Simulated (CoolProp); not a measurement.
Properties of dimethyl carbonate along the isotherm 98.75 °C (Tc = 283.9 °C, pc = 4909 kPa, ω = 0.346).

Model: reference Helmholtz-energy equation of state, Zhou 2011, in CoolProp.

| p (kPa) | phase | density (kg/m³) | cp (kJ/(kg K)) | speed of sound (m/s) | Joule-Thomson coefficient (K/MPa) |
|---|---|---|---|---|---|
| 4090 | liquid | 967.9 | 1.969 | 932.8 | -0.2408 |
| 8180 | liquid | 974.0 | 1.960 | 956.9 | -0.2515 |
| 12300 | liquid | 979.9 | 1.951 | 980.1 | -0.2609 |
| 16400 | liquid | 985.4 | 1.944 | 1002 | -0.2692 |
| 20500 | liquid | 990.7 | 1.937 | 1023 | -0.2765 |
| 24500 | liquid | 995.7 | 1.931 | 1043 | -0.2830 |
| 28600 | liquid | 1001 | 1.926 | 1062 | -0.2889 |
| 32700 | liquid | 1005 | 1.921 | 1081 | -0.2943 |
| 36800 | liquid | 1010 | 1.916 | 1099 | -0.2992 |
| 40900 | liquid | 1014 | 1.912 | 1116 | -0.3037 |
| 45000 | liquid | 1018 | 1.909 | 1133 | -0.3078 |
| 49100 | liquid | 1022 | 1.905 | 1150 | -0.3115 |
